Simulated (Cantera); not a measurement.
**Ammonia decomposition in nitride growth gas**

An isothermal, constant-pressure homogeneous reactor starts with 10.8 % NH3, 89.2 % H2, at 1725 K and 0.0180 bar.

Model: the gas-phase N/H chemistry of the illustrative SiF4/NH3 mechanism in the Surface Chemkin manual (1991), integrated in Cantera. Walls and surfaces, which speed up NH3 decomposition in real reactors, are not modelled.

```csv
t (s),x NH3,x H2,x N2H2,x N2,x H
1.00e-6,0.108,0.892,<1e-12,<1e-12,6.98e-10
4.35e-6,0.108,0.892,<1e-12,<1e-12,3.24e-9
1.89e-5,0.108,0.892,<1e-12,<1e-12,1.63e-8
8.23e-5,0.108,0.892,<1e-12,<1e-12,7.93e-8
0.000358,0.108,0.892,<1e-12,<1e-12,3.55e-7
0.00156,0.108,0.892,2.25e-12,4.80e-12,1.56e-6
0.00678,0.108,0.892,5.20e-11,6.01e-10,6.78e-6
0.0295,0.108,0.892,1.13e-9,5.96e-8,2.95e-5
0.128,0.107,0.892,2.81e-8,6.84e-6,0.000126
0.558,0.107,0.893,1.67e-7,0.000391,0.000268
2.43,0.102,0.895,1.59e-7,0.00265,0.000275
10.6,0.0829,0.906,1.22e-7,0.0111,0.000295
46.0,0.0378,0.930,4.41e-8,0.0314,0.000383
200,0.00232,0.949,1.41e-9,0.0475,0.000951
```
x: mole fraction; the columns are a selection and need not sum to one.

Equilibrium at this temperature and pressure: NH3 1.25e-7, H2 0.950, N2H2 <1e-12, N2 0.0485, H 0.00136 (gas phase only).
